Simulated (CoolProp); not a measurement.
Model: reference Helmholtz-energy equation of state, Thol 2012, in CoolProp.

### Question
For benzene, give the phase and the cp (kJ/(kg K)), speed of sound (m/s), viscosity (µPa s), Prandtl number at 489 K and 1.41 bar.

### Answer
- 489 K and 1.41 bar: gas; cp 1.77, speed of sound 232, viscosity 12.3, Prandtl number 0.747

Viscosity comes from a separate model (Avgeri 2014). Thermal conductivity comes from a separate model (Assael 2012).
